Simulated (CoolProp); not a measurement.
Computed with CoolProp (reference Helmholtz-energy equation of state, Thol 2019).

**Question.** For n-pentane, give the phase and the density (kg/m³), speed of sound (m/s), Prandtl number at 252.6 K and 14.9 bar.

**Answer.** 
- 252.6 K and 14.9 bar: liquid; density 666, speed of sound 1240, Prandtl number 4.76

Viscosity comes from a separate model (Quiñones-Cisneros 2006), older than the equation that it now runs on, and unchecked against measurements. Thermal conductivity comes from a separate model (Vassiliou 2015).
